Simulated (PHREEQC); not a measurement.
A made-up water analysis in mg/L, 25 °C, pH 2.86, pe 8.6: Na 81.1; K 5.86; Ca 22; Mg 28.8; Cl 39.9; S(6) as SO4 432; Pb 0.154; N(5) as NO3 0.709; B 0.211.

Cl is adjusted to close the charge balance.
Valence states are taken as typed.

Computed with PHREEQC (ion-association model, phreeqc.dat).

Problem. The ionic strength comes out as 0.0128 mol/kgw. What activity coefficients do NO3-, Ca+2, Mg+2, Cl-, NaSO4- get?

Solution. NO3- 0.89, Ca+2 0.64, Mg+2 0.65, Cl- 0.89, NaSO4- 0.90.

No solid was allowed to form.
